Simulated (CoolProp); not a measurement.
The numbers come from the reference Helmholtz-energy equation of state, Gao 2016 in CoolProp.

Problem. Give the vapour pressure (MPa), enthalpy of vaporisation (kJ/kg), liquid cp (kJ/(kg K)), vapour Z of saturated sulfur dioxide at 291.7 K.

Solution. 
```csv
T (K),p (MPa),enthalpy of vaporisation (kJ/kg),liquid cp (kJ/(kg K)),vapour Z
291.7,0.314,363,1.38,0.940
```
